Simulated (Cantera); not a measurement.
An adiabatic, constant-volume homogeneous reactor starts with 12.3 % H₂, 18.7 % O₂, 69.0 % N₂, at 1173 K and 1.00 bar.

Detailed kinetics in Cantera: the H2/O2 subset of GRI-Mech 3.0, which has no nitrogen chemistry.

One state of this run: T (K) = 2237; P (bar) = 1.79; x H₂ = 0.000379; x O₂ = 0.132; x HO₂ = 6.15e-6; x H₂O₂ = 2.33e-7; x H = 0.000101; x H₂O = 0.128. x: mole fraction; the columns are a selection and need not sum to one.

Which value of t (s) does it belong to?
(A) 1.69e-5
(B) 0.0112
(C) 3.48e-5
(D) 7.16e-5

B, 0.0112
